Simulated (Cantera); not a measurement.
## Low-pressure radical oxidation in H2/O2

An isothermal, constant-pressure homogeneous reactor starts with 2.62 % H₂, 97.0 % O₂, 0.359 % N₂, equivalence ratio 0.013, at 1173 K and 10.00 Torr.

Detailed kinetics in Cantera: GRI-Mech 3.0 (53 species, 325 reactions). Radical loss at walls, strong at low pressure, is not modelled.

```csv
t (s),x H₂,x O₂,x H₂O₂,x H₂O,x H,x OH,x HO₂
2.00e-5,0.0262,0.970,<1e-12,2.57e-12,2.30e-10,4.82e-11,2.77e-10
0.000132,0.0262,0.970,<1e-12,4.41e-10,9.31e-10,1.12e-9,1.82e-9
0.000865,0.0262,0.970,8.63e-12,9.10e-8,2.30e-8,5.28e-8,1.23e-8
0.00569,0.00111,0.950,1.06e-7,0.0219,0.00367,0.00267,2.82e-6
0.0374,0.000172,0.956,4.79e-8,0.0248,0.00134,0.00142,1.98e-6
0.246,2.70e-5,0.968,3.72e-8,0.0262,8.00e-5,0.000565,8.58e-7
1.62,1.11e-6,0.970,1.01e-8,0.0265,6.82e-7,0.000116,1.05e-7
10.6,5.72e-8,0.970,1.26e-9,0.0265,8.18e-9,2.66e-5,9.03e-9
70.0,5.45e-9,0.970,1.61e-10,0.0265,2.44e-10,8.24e-6,3.79e-9
```
x: mole fraction; the columns are a selection and need not sum to one.

Equilibrium at this temperature and pressure: H₂ 1.68e-9, O₂ 0.970, H₂O₂ 5.65e-11, H₂O 0.0265, H 4.22e-11, OH 4.59e-6, HO₂ 5.44e-9 (gas phase only).
